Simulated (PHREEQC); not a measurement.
A solution holds 0.085 mol/kgw NaCl and 0.24 mol/kgw FeCl2, at 73 °C. Closed to the air; pH follows from the charge balance.

Model: ion-association model, phreeqc.dat, run in PHREEQC.

```
Quantity                   Value
-----------------  -------------
pH                          4.74
ionic strength     0.754 mol/kgw
activity of water          0.985
density              1.004 g/cm³
```

```tsv
species	molality	activity	log γ
Cl-	0.540	0.322	-0.224
Fe+2	0.214	0.0420	-0.708
Na+	0.0850	0.0587	-0.161
FeCl+	0.0254	0.0187	-0.134
H+	2.49e-5	1.82e-5	-0.134
FeOH+	2.49e-5	1.57e-5	-0.198
```

This is a speciation only: nothing precipitates in the calculation. Caution: at this ionic strength the ion-association model is outside its range; a Pitzer model would be the better tool where its parameters exist. Complexes and solids missing from the database can't appear. At this temperature some constants are extrapolated from 25 °C, and those without enthalpy data are left unchanged.
